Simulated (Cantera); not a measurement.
An isothermal, constant-pressure homogeneous reactor starts with 86.2 % NO, 13.8 % N2, at 2000 K and 105 Torr.

Computed with Cantera and GRI-Mech 3.0 (53 species, 325 reactions).

### Question
Predict: x(NO) at 1.00 s; x(N2O) at 1.00 s; x(O2) at 1.00 s; x(N2) at 1.00 s; x(O) at 1.00 s.

### Answer
| Quantity | Result |
|---|---|
| x(NO) at 1.00 s | 0.557 (gas-phase equilibrium 0.00926) |
| x(N2O) at 1.00 s | 0.000111 (gas-phase equilibrium 1.65e-7) |
| x(O2) at 1.00 s | 0.152 (gas-phase equilibrium 0.426) |
| x(N2) at 1.00 s | 0.290 (gas-phase equilibrium 0.564) |
| x(O) at 1.00 s | 0.000739 (gas-phase equilibrium 0.00117) |
